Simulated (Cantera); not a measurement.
## Thermodynamics of hydrogen reduction and annealing atmospheres, feed PbO + H₂

Feed: 1 mol PbO, a varied amount of H₂, held at 1375 °C and 1000 Pa.

Method: chemical equilibrium by Gibbs-energy minimisation in Cantera with the NASA 1993 tables (ideal gas, pure condensed phases). Candidate condensed phases: H₂O, Pb, PbO, PbO₂, Pb₃O₄; 12 gas species. Kinetics and transport are ignored.

| n(H₂) (mol) | x H₂ | x Pb | x H₂O | x H | x PbO | x OH |
|---|---|---|---|---|---|---|
| 18 | 0.894 | 0.0526 | 0.0526 | 0.000843 | 2.89e-6 | 2.23e-6 |
| 36 | 0.945 | 0.0270 | 0.0270 | 0.000867 | 7.20e-7 | 1.11e-6 |
| 53 | 0.962 | 0.0185 | 0.0185 | 0.000875 | 3.32e-7 | 7.56e-7 |
| 71 | 0.971 | 0.0139 | 0.0139 | 0.000879 | 1.85e-7 | 5.65e-7 |
| 89 | 0.977 | 0.0111 | 0.0111 | 0.000881 | 1.18e-7 | 4.50e-7 |
| 110 | 0.981 | 0.00900 | 0.00900 | 0.000883 | 7.71e-8 | 3.64e-7 |
| 120 | 0.983 | 0.00826 | 0.00826 | 0.000884 | 6.48e-8 | 3.34e-7 |
x: gas mole fraction; nothing condenses.

From 18 mol H₂ to 120 mol H₂ nothing is condensed. The main Pb-bearing gas is Pb throughout.
